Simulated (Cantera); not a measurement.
## Adiabatic ignition

An adiabatic, constant-volume homogeneous reactor starts with CH4 : C2H6 : O2 : N2 = 1 : 0.042 : 0.976 : 3.67 (molar parts), equivalence ratio 2.2, at 1375 K and 5.33 atm.

Detailed kinetics in Cantera: GRI-Mech 3.0 (53 species, 325 reactions).

| t (s) | T (K) | P (bar) | x CH4 | x C2H6 | x O2 | x H | x CH2CO | x C2H |
|---|---|---|---|---|---|---|---|---|
| 2.00e-6 | 1375 | 5.40 | 0.176 | 0.00738 | 0.172 | 2.75e-9 | <1e-12 | <1e-12 |
| 8.53e-6 | 1375 | 5.40 | 0.176 | 0.00738 | 0.172 | 1.13e-8 | 2.06e-11 | <1e-12 |
| 3.64e-5 | 1375 | 5.40 | 0.176 | 0.00734 | 0.172 | 7.83e-8 | 8.63e-9 | <1e-12 |
| 0.000155 | 1378 | 5.41 | 0.175 | 0.00720 | 0.171 | 2.03e-7 | 1.18e-6 | <1e-12 |
| 0.000663 | 1578 | 6.30 | 0.140 | 0.00534 | 0.142 | 1.51e-5 | 0.000657 | 7.19e-10 |
| 0.00283 | 2626 | 12.5 | 2.84e-9 | <1e-12 | 3.10e-6 | 0.00534 | 6.80e-12 | <1e-12 |
| 0.0121 | 2626 | 12.5 | 2.84e-9 | <1e-12 | 3.10e-6 | 0.00534 | 6.79e-12 | <1e-12 |
| 0.0515 | 2626 | 12.5 | 2.84e-9 | <1e-12 | 3.10e-6 | 0.00534 | 6.79e-12 | <1e-12 |
| 0.220 | 2626 | 12.5 | 2.84e-9 | <1e-12 | 3.10e-6 | 0.00534 | 6.79e-12 | <1e-12 |
| 0.937 | 2626 | 12.5 | 2.84e-9 | <1e-12 | 3.10e-6 | 0.00534 | 6.79e-12 | <1e-12 |
| 4.00 | 2626 | 12.5 | 2.84e-9 | <1e-12 | 3.10e-6 | 0.00534 | 6.79e-12 | <1e-12 |
x: mole fraction; the columns are a selection and need not sum to one.

| Item | Value |
|---|---|
| time of steepest temperature rise | 0.694 ms |
| temperature at 4.00 s | 2626 K |
| equilibrium temperature | 2626 K |
| x(CH4) at 4.00 s | 2.84e-9 (gas-phase equilibrium 3.18e-9) |
| x(C2H6) at 4.00 s | <1e-12 (gas-phase equilibrium <1e-12) |
| x(O2) at 4.00 s | 3.10e-6 (gas-phase equilibrium 3.10e-6) |
